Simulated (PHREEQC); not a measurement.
Solution (25 °C): 0.011 mol Rb2SO4 and 0.0043 mol CaBr2 per kg of water. Closed to the air; pH follows from the charge balance.

Model: ion-association model, wateq4f.dat, run in PHREEQC.

No solid was allowed to form.

Estimate the ionic strength.

ionic strength 0.0404 mol/kgw.

In which forms is Ca present?

Ca+2 68 %, CaSO4 32 % of the Ca.
